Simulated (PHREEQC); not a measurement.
A PHREEQC speciation (ion-association model, phreeqc.dat) at 80 °C gives pH 0.80 and these molalities:

| species | mol/kgw |
|---|---|
| HSO4- | 0.266 |
| H+ | 0.211 |
| Fe+2 | 0.0301 |
| FeHSO4+ | 0.0236 |
| SO4-2 | 0.0142 |
| FeSO4 | 0.00835 |

Q: What are the element totals, and what could have been dissolved in 1 kg of water to give them?

A: This is not unique; one that fits is totals Fe(2) 0.0620, S(6) 0.312 mol/kgw, from 0.25 mol/kgw H2SO4 and 0.062 mol/kgw FeSO4.

No solid was allowed to form. Species that the database lacks are ignored. Away from 25 °C the constants follow the database's enthalpies or fits; those with neither stay at their 25 °C values.
